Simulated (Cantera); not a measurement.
## Silicon epitaxy and polysilicon growth: Si2H6 + HCl + N2

Feed: 1 mol Si2H6, 1.1 mol HCl, 280 mol N2, at 1477 °C and 190000 Pa.

Equilibrium computed with Cantera from the NASA thermochemical tables; the gas is ideal and each condensed phase is pure. Candidate condensed phases: NH4Cl, Si, Si3N4; 28 gas species. The feed counts by its element totals alone. Kinetics and transport are ignored.

| Quantity | Value |
|---|---|
| x(N2) | 0.985 |
| x(H2) | 0.0107 |
| x(HCl) | 0.00374 |
| x(SiCl2) | 6.97e-5 |
| x(H) | 1.74e-5 |
| x(Cl) | 4.71e-6 |
| x(SiCl3) | 2.20e-6 |
| n(Si3N4(s)) | 0.660 mol |
| gas amount | 282.8 mol |
| log10 activity of Si(l) (absent) | -1.79 |
